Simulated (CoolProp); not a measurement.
Computed with CoolProp (reference Helmholtz-energy equation of state, Thol 2017).

Q: For octamethyltrisiloxane (MDM), give the phase and the Z, speed of sound (m/s), isothermal compressibility (1/MPa) at 67.75 °C and 8.57 MPa; 82.95 °C and 8.57 MPa.

A: 
- 67.75 °C and 8.57 MPa: liquid; Z 0.909, speed of sound 850, isothermal compressibility 0.00209
- 82.95 °C and 8.57 MPa: liquid; Z 0.886, speed of sound 807, isothermal compressibility 0.00235
